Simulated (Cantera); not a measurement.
Feed: 1 mol MgCl2, 4.2 mol H2, 140 mol N2, equilibrated at 8.90 Pa.

Cantera equilibrium calculation (NASA polynomials, part measured and part estimated; ideal gas, pure solids and liquids). Candidate condensed phases: Mg, MgCl2, NH4Cl; 18 gas species. Kinetics and transport are ignored. All values below are at 2123 K.

Base state: N2 0.936, H 0.0354, Cl 0.0100, H2 0.00868, Mg 0.00668, HCl 0.00334 (mole fractions); condensed: gas only.

**Question.** What changes in the equilibrium state with this change: pressure from 8.90 Pa to 0.720 Pa?

**Answer.** 
```csv
species,before,after
N2,0.936,0.927
H,0.0354,0.0521
Cl,0.0100,0.0127
H2,0.00868,0.00152
Mg,0.00668,0.00662
HCl,0.00334,0.000505
```
